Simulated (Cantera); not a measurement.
A closed system holds: 1 mol SiH₂Cl₂, 0.36 mol NH₃, 55 mol H₂, held at 1100 K.

These are equilibrium values from Cantera (NASA tables, ideal gas, pure condensed phases), not measurements of a reactor. Candidate condensed phases: NH₄Cl, Si, Si₃N₄; 28 gas species. Mutual solubility and eutectic melting of coexisting phases are not modelled. The tables' values for SiCl₃ are old estimates; treat these amounts as uncertain. Equilibrium is a limit: real reactors are often held back by kinetics, nucleation or transport.

Problem. At 7.10 mbar, list the 4 most abundant gas species with their mole fractions, and the condensed phases.

Solution. H₂ 0.971, HCl 0.0265, SiCl₂ 0.00147, SiCl₄ 0.000796. Condensed: Si(s) + Si₃N₄(s).
